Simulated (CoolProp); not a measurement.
Vapour-liquid equilibrium of R13 (1) + n-butane (2) at 0.773 bar; x and y are mole fractions of (1).

The numbers come from the multi-fluid Helmholtz-energy mixture model, Platzer 1990 and Bücker 2006; pair parameters Bell 2016 in CoolProp. This equation is an older, rougher fit; its heat capacities, sound speeds and derivatives of the liquid may be far off and weren't checked against measurements.

Give the bubble temperature and the first vapour's composition at x = 0.35, 0.5, 0.8. Is there an azeotrope?

x = 0.35: 197.5 K, y = 0.984; x = 0.5: 194.2 K, y = 0.989; x = 0.8: 190.0 K, y = 0.995. No azeotrope shows between x = 0.05 and 0.95.

Pair parameters are fitted to limited data, so mixtures are less certain than the pure fluids. With so large a gap from Raoult's law the liquid may split in two, which this calculation doesn't test in full.
